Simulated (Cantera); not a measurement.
A closed system holds: 1 mol CuF2, 0.075 mol H2O, 0.64 mol N2, equilibrated at 1777 °C and 0.130 bar.

Method: chemical equilibrium by Gibbs-energy minimisation in Cantera with the NASA 1993 tables (ideal gas, pure condensed phases). Candidate condensed phases: Cu, CuF2, CuO, Cu(OH)2, Cu2O, H2O; 45 gas species. Kinetics and transport are ignored.

Base state: N2 0.313, CuF2 0.311, CuF 0.178, F 0.105, HF 0.0734, O2 0.0174, NO 0.00159, O 0.000356 (mole fractions); condensed: gas only.

Q: What changes in the equilibrium state with this change: H2O from 0.075 to 9.9 mol?

A: 
```csv
species,before,after
H2O,<1e-9,0.693
HF,0.0734,0.144
Cu,4.94e-5,0.0521
CuF2,0.311,1.44e-6
N2,0.313,0.0495
F,0.105,6.94e-6
CuF,0.178,0.0124
O2,0.0174,0.0354
H2,<1e-9,0.00426
Cu2,<1e-9,0.000254
OH,1.73e-7,0.00730
"Cu(l), mol",0,0.162
```

Q: What changes in the equilibrium state with this change: CuF2 replaced by SrCl2?

A: 
```tsv
species	before	after
SrCl2	0	0.567
N2	0.313	0.372
H2O	<1e-9	0.0285
CuF2	0.311	0
CuF	0.178	0
F	0.105	0
HF	0.0734	0
HCl	0	0.0255
O2	0.0174	0.000273
Cl	0	0.00266
H2	<1e-9	0.00199
SrCl	0	0.000433
Cu	4.94e-5	0
SrO(s), mol	0	0.0237
```
Condensed phases not in the tables: oxide chlorides. Further candidate phases: NH4Cl, Sr, SrCl2, SrO, Sr(OH)2.
